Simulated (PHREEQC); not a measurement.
Make-up at 20 °C: 0.0051 mol/kgw ZnSO4, 0.14 mol/kgw ZnCl2 and 0.42 mol/kgw Na2SO4. Closed to the air; pH follows from the charge balance.

Equilibrium calculation in PHREEQC: ion-association model, wateq4f.dat.

### Question
The ionic strength comes out as 1.11 mol/kgw. What activity coefficients do HSO4-, ZnOH+, Cl-, ZnCl4-2, ZnCl+ get?

### Answer
HSO4- 0.62, ZnOH+ 0.81, Cl- 0.60, ZnCl4-2 0.17, ZnCl+ 0.60.

No solid was allowed to form. The ionic strength is past about 0.7 mol/kgw, beyond the range of this activity model, so the values are rough.
